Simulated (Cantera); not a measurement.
Feed: 1 mol HMDSO, 8.8 mol O3, 35 mol H2, held at 675 °C and 82.5 Torr.

Cantera equilibrium calculation (NASA polynomials, part measured and part estimated; ideal gas, pure solids and liquids). The feed counts by its element totals alone. Equilibrium is a limit: real reactors are often held back by kinetics, nucleation or transport.

```csv
species,before,after
H2,0.588,0.536
H2O,0.291,0.335
CO,0.0633,0.106
CO2,0.0567,0.0136
SiO,<1e-9,0.00323
H,1.21e-9,0.00588
OH,<1e-9,0.000419
CH4,8.90e-5,<1e-9
"SiO2(β-quartz), mol",2.00,0
"SiO2(l), mol",0,1.84
```
Gas species are given as mole fractions.

Task: Which change was made?
(A) H2 from 35 to 12 mol
(B) O3 from 8.8 to 1.1 mol
(C) temperature from 675 °C to 325 °C
(D) temperature from 675 °C to 1802 °C

Result: D, temperature from 675 °C to 1802 °C. The tables hold silica as quartz up to 1696 K and as liquid above; real silica turns to tridymite and cristobalite and melts near 1996 K. Gases not in the tables: Si(OH)4
